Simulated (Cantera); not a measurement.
An adiabatic, constant-volume homogeneous reactor starts with H₂ : O₂ : N₂ = 1 : 0.769 : 2.89 (molar parts), at 1050 K and 11.0 bar.

Cantera simulation using GRI-Mech 3.0 (53 species, 325 reactions); the numbers are that mechanism's predictions, not measurements. The hydrogen kinetics of GRI-Mech 3.0 are dated; newer H2 mechanisms differ, most at raised pressure.

Q: Predict: time of steepest temperature rise; temperature at 0.200 s; equilibrium temperature; x(H₂) at 0.200 s; x(O₂) at 0.200 s; x(NO₂) at 0.200 s; x(H₂O) at 0.200 s; x(O) at 0.200 s.

A: 
| Quantity | Result |
|---|---|
| time of steepest temperature rise | 3.05 ms |
| temperature at 0.200 s | 2767 K |
| equilibrium temperature | 2767 K |
| x(H₂) at 0.200 s | 0.00372 (gas-phase equilibrium 0.00372) |
| x(O₂) at 0.200 s | 0.0533 (gas-phase equilibrium 0.0533) |
| x(NO₂) at 0.200 s | 2.93e-5 (gas-phase equilibrium 2.93e-5) |
| x(H₂O) at 0.200 s | 0.227 (gas-phase equilibrium 0.227) |
| x(O) at 0.200 s | 0.00217 (gas-phase equilibrium 0.00217) |
